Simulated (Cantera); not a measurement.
An adiabatic, constant-pressure homogeneous reactor starts with 2.00 % C2H4, 20.0 % O2, 75.0 % N2, 2.99 % H2O, equivalence ratio 0.30, at 1375 K and 5.23 atm.

Detailed kinetics in Cantera: GRI-Mech 3.0 (53 species, 325 reactions). GRI-Mech 3.0 was tuned for natural gas; its chemistry of ethylene as a main component is partial and can be far from experiment.

Problem. Predict: time of steepest temperature rise; temperature at 2.00 s; equilibrium temperature; x(O2) at 2.00 s; x(H2O) at 2.00 s; x(H2) at 2.00 s.

Solution. 
| Property | Value |
|---|---|
| time of steepest temperature rise | 32.8 µs |
| temperature at 2.00 s | 2056 K |
| equilibrium temperature | 2056 K |
| x(O2) at 2.00 s | 0.136 (gas-phase equilibrium 0.136) |
| x(H2O) at 2.00 s | 0.0691 (gas-phase equilibrium 0.0691) |
| x(H2) at 2.00 s | 3.57e-5 (gas-phase equilibrium 3.56e-5) |
